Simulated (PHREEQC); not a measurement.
Dissolve 0.013 mol/kgw CaCl2 and 0.017 mol/kgw CO2 at 20 °C. Closed to the air; pH follows from the charge balance.

Computed with PHREEQC (ion-association model, phreeqc.dat).

No solid was allowed to form.

Question: What pH does the model give?

Answer: pH 4.05.
